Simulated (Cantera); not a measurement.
Input: 1 mol acetone, 0.3 mol O2, 5.6 mol N2, equilibrated at 0.360 bar.

Method: chemical equilibrium by Gibbs-energy minimisation in Cantera with the NASA 1993 tables (ideal gas, pure condensed phases). Candidate condensed phases: C, C6H6, C7H8, C8H18, H2O; 136 gas species. The feed counts by its element totals alone. Rates play no part.

**Question.** What share of the C ends up in condensed phases as a function of T (K), at 2125, 2200, 2275, 2350, 2425, 2500, 2575, 2650, 2725?

**Answer.** 
```
T (K)  C condensed (%)           as
-----  ---------------  -----------
2125              43.0  C(graphite)
2200              41.8  C(graphite)
2275              40.4  C(graphite)
2350              38.7  C(graphite)
2425              36.8  C(graphite)
2500              34.5  C(graphite)
2575              31.9  C(graphite)
2650              28.9  C(graphite)
2725              25.6  C(graphite)
```
